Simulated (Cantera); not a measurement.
**Thermodynamics of silicon epitaxy and polysilicon growth, feed SiHCl3 + HCl + N2**

Feed: 1 mol SiHCl3, 0.032 mol HCl, 8.1 mol N2, held at 10.0 Torr.

Cantera equilibrium calculation (NASA polynomials, part measured and part estimated; ideal gas, pure solids and liquids). Candidate condensed phases: NH4Cl, Si, Si3N4; 28 gas species. N2 is the only nitrogen source here; it is nearly inert below about 1500 K, so the nitride shown seldom forms there in practice. The tables' values for SiCl3 are old estimates; treat these amounts as uncertain. Rates play no part.

```tsv
T (°C)	log p N2	log p HCl	log p SiCl4	log p SiCl2	log p SiCl3	log p H2	log p SiHCl3	log p Cl	n Si3N4(s)
777	-1.95	-2.91	-3.11	-6.90	-5.64	-3.91	-6.10	-9.08	0.152
827	-1.95	-2.90	-3.11	-6.27	-5.26	-3.94	-5.98	-8.57	0.153
877	-1.95	-2.90	-3.12	-5.69	-4.92	-3.96	-5.87	-8.10	0.153
927	-1.95	-2.90	-3.13	-5.17	-4.62	-3.98	-5.78	-7.67	0.152
977	-1.95	-2.89	-3.14	-4.69	-4.34	-4.00	-5.69	-7.28	0.150
1027	-1.95	-2.89	-3.17	-4.25	-4.10	-4.01	-5.63	-6.92	0.144
1077	-1.95	-2.90	-3.23	-3.87	-3.90	-4.01	-5.58	-6.59	0.132
1127	-1.96	-2.91	-3.33	-3.53	-3.75	-4.00	-5.57	-6.30	0.109
1177	-1.96	-2.92	-3.51	-3.27	-3.67	-3.96	-5.61	-6.06	0.0746
```
log p: log10 of the partial pressure in bar; n: condensed amount in mol.

From 777 °C to 1177 °C the condensed part is Si3N4(s). The main Si-bearing gas is SiCl4 at 777 °C and SiCl2 at 1177 °C. The share of Si in condensed phases is highest at 877 °C (45.9 %) and lowest at 1177 °C (22.4 %).
